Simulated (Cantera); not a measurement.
Mixture: 9.29 % CH4, 9.01 % CO, 16.5 % O2, 61.9 % N2, 3.25 % H2O, equivalence ratio 1.4, at 0.987 atm, adiabatic and at constant pressure. Ignition delay is the time to a rise of 400 K.

Detailed kinetics in Cantera: GRI-Mech 3.0 (53 species, 325 reactions).

Q: Predict: delay at 1148 K; delay at 1223 K; delay at 1298 K; delay at 1373 K; delay at 1448 K; delay at 1523 K; delay at 1598 K; apparent activation energy between 1448 and 1598 K.

A: 
```
Property                                                 Value
--------------------------------------------------  ----------
delay at 1148 K                                        0.208 s
delay at 1223 K                                        61.8 ms
delay at 1298 K                                        20.2 ms
delay at 1373 K                                        7.15 ms
delay at 1448 K                                        2.78 ms
delay at 1523 K                                        1.19 ms
delay at 1598 K                                       0.568 ms
apparent activation energy between 1448 and 1598 K  200 kJ/mol
```
